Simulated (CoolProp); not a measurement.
Vapour-liquid equilibrium of ethanol (1) + p-xylene (2) at 111 kPa; x and y are mole fractions of (1).

Computed with CoolProp (multi-fluid Helmholtz-energy mixture model, Schroeder 2014 and Zhou 2012; pair parameters Bell 2016).

**Question.** Give the bubble temperature and the first vapour's composition at x = 0.35, 0.55, 0.65. Is there an azeotrope?

**Answer.** x = 0.35: 360.0 K, y = 0.839; x = 0.55: 358.7 K, y = 0.854; x = 0.65: 357.9 K, y = 0.867. No azeotrope shows between x = 0.05 and 0.95.

The pair parameters rest on a limited set of measurements; away from them the model extrapolates. With so large a gap from Raoult's law the liquid may split in two, which this calculation doesn't test in full.
